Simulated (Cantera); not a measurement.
A Cantera script and its output.

```python
import numpy as np
import cantera as ct

gas = ct.Solution("gri30.yaml")
gas.TPX = 1250, 100000, {'CO': 1, 'H2': 0.34, 'O2': 0.305, 'N2': 0.92}
reactor = ct.IdealGasReactor(gas, energy="on", clone=False)
net = ct.ReactorNet([reactor])
net.rtol, net.atol = 1e-08, 1e-16
show = ['CO', 'H2', 'O2', 'N2O', 'O']
times = np.geomspace(5e-06, 1, 10)

steps = ct.SolutionArray(gas, extra=["t"])
rows = []
print(f"{'t/s':>10s}{'T/K':>9s}{'P/Pa':>11s}" + "".join(f"{s:>11s}" for s in show))
for t in times:
    while net.time < t:
        t_next = net.step()
        steps.append(gas.state, t=t_next)
    rows.append([np.interp(t, steps.t, y) for y in (steps.T, steps.P, *steps(*show).X.T)])
    print(f"{t:10.3e}{rows[-1][0]:9.1f}{rows[-1][1]:11.4g}" + "".join(f"{x:11.3e}" for x in rows[-1][2:]))
rate = np.gradient(steps.T, steps.t)
print("integrator steps:", len(steps.t))
if steps.T.max() > steps.T[0] + 200:
    print(f"time of steepest temperature rise: {steps.t[rate.argmax()]:.4e} s")
gas.TPX = 1250, 100000, {'CO': 1, 'H2': 0.34, 'O2': 0.305, 'N2': 0.92}
gas.equilibrate("UV")
print(f"equilibrium (UV): T = {gas.T:.1f} K  " + "  ".join(f"{s} {gas[s].X[0]:.3e}" for s in show))
```

It prints:

```
       t/s      T/K       P/Pa         CO         H2         O2        N2O          O
 5.000e-06   1250.0      1e+05  3.899e-01  1.326e-01  1.189e-01  1.223e-14  2.097e-08
 1.941e-05   1250.0      1e+05  3.899e-01  1.325e-01  1.189e-01  1.852e-12  2.226e-06
 7.533e-05   2422.0  1.821e+05  3.019e-01  3.403e-02  1.486e-02  6.626e-08  1.605e-02
 2.924e-04   2939.8  2.132e+05  3.013e-01  3.172e-02  6.125e-03  2.506e-07  4.958e-03
 1.135e-03   2931.4  2.126e+05  3.022e-01  3.213e-02  5.613e-03  2.896e-07  4.599e-03
 4.405e-03   2930.7  2.126e+05  3.023e-01  3.216e-02  5.578e-03  2.937e-07  4.574e-03
 1.710e-02   2930.7  2.126e+05  3.023e-01  3.216e-02  5.578e-03  2.937e-07  4.574e-03
 6.637e-02   2930.7  2.126e+05  3.023e-01  3.216e-02  5.578e-03  2.937e-07  4.574e-03
 2.576e-01   2930.7  2.126e+05  3.023e-01  3.216e-02  5.578e-03  2.937e-07  4.574e-03
 1.000e+00   2930.7  2.126e+05  3.023e-01  3.216e-02  5.578e-03  2.937e-07  4.574e-03
integrator steps: 1249
time of steepest temperature rise: 4.7508e-05 s
equilibrium (UV): T = 2930.7 K  CO 3.023e-01  H2 3.216e-02  O2 5.578e-03  N2O 2.937e-07  O 4.574e-03
```

Model: GRI-Mech 3.0 (53 species, 325 reactions), integrated in Cantera.
